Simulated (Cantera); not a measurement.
## Reactions in the system H-I-Mg

Cantera with NASA thermochemical tables; ideal gases at 1 bar, condensed phases pure. Values are per mole of reaction as written; species without (g) are pure solids or liquids, kept so even where they would boil at 1 bar.

MgI₂ + 2 H(g) → Mg + 2 HI(g)

```tsv
T (K)	ΔH° (kJ)	ΔS° (J/K)	ΔG° (kJ)	log10 K	condensed phases
873	-36.3	49.2	-79.2	4.74	MgI₂(s), Mg(s)
923	-67.4	14.9	-81.1	4.59	MgI₂(l), Mg(s)
973	-61.1	21.7	-82.3	4.42	MgI₂(l), Mg(l)
1023	-63.2	19.7	-83.3	4.25	MgI₂(l), Mg(l)
1073	-65.2	17.7	-84.2	4.10	MgI₂(l), Mg(l)
1123	-67.3	15.9	-85.1	3.96	MgI₂(l), Mg(l)
```
